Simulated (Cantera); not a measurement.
Feed: 1 mol BCl3, 2 mol H2O, equilibrated at 1000 Pa.

Equilibrium computed with Cantera from the NASA thermochemical tables; the gas is ideal and each condensed phase is pure. Candidate condensed phases: B, B2O3, B3O3H3, H2O; 33 gas species. Gases not in the tables: H3BO3. Rates play no part. All values below are at 1123 K.

Base state: HCl 0.857, H2O 0.142, HBO2 0.000967, (HBO2)3 8.49e-5, Cl 5.48e-5, H2 3.50e-5 (mole fractions); condensed: B2O3(l).

Q: What changes in the equilibrium state with this change: BCl3 replaced by B?

A: 
| species | before | after |
|---|---|---|
| H2 | 3.50e-5 | 0.750 |
| H2O | 0.142 | 0.249 |
| HBO2 | 0.000967 | 0.00128 |
| HCl | 0.857 | 0 |
| Cl | 5.48e-5 | 0 |
| (HBO2)3 | 8.49e-5 | 0.000197 |
| B2O3(l), mol | 0.498 | 0.498 |
